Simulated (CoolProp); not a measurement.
Vapour-liquid equilibrium of R134a (1) + R152A (2) at 25.25 °C; x and y are mole fractions of (1).

Values from CoolProp's multi-fluid Helmholtz-energy mixture model, Tillner-Roth 1994 and Outcalt 1996; pair parameters Lemmon 2004.

```tsv
x	bubble pressure (MPa)	y at the bubble point	dew pressure at overall composition x (MPa)	liquid density (mol/L)
0.05	0.6016	0.051	0.6016	13.49
0.2	0.6056	0.208	0.6054	13.17
0.35	0.6123	0.366	0.6115	12.87
0.5	0.6217	0.523	?	12.60
0.65	0.6336	0.675	0.6314	12.34
0.8	0.6479	?	0.6457	12.11
0.95	0.6644	?	0.6635	?
```

Question: Some entries are withheld; supply them.

Answer: 
- 0.5, dew pressure at overall composition x (MPa): 0.6201
- 0.8, y at the bubble point: 0.820
- 0.95, y at the bubble point: 0.957
- 0.95, liquid density (mol/L): 11.89

No azeotrope shows between x = 0.05 and 0.95.

The pair parameters rest on a limited set of measurements; away from them the model extrapolates.
